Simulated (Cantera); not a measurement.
Input: 1 mol Si3N4, 0.19 mol O2, 81 mol H2, at 1648.15 K and 7.50 Torr.

Equilibrium computed with Cantera from the NASA thermochemical tables; the gas is ideal and each condensed phase is pure. Candidate condensed phases: H2O, Si, SiO2, Si2N2O, Si3N4; 35 gas species. Equilibrium is a limit: real reactors are often held back by kinetics, nucleation or transport.

Base state: H2 0.971, N2 0.0240, SiO 0.00456, H 0.000879, Si 2.58e-5 (mole fractions); condensed: Si(s).

Problem. What changes in the equilibrium state with this change: O2 from 0.19 to 0.0016 mol?

Solution. 
| species | before | after |
|---|---|---|
| H2 | 0.971 | 0.975 |
| N2 | 0.0240 | 0.0241 |
| H | 0.000879 | 0.000881 |
| SiO | 0.00456 | 3.85e-5 |
| Si | 2.58e-5 | 2.58e-5 |
| Si(s), mol | 2.62 | 2.99 |
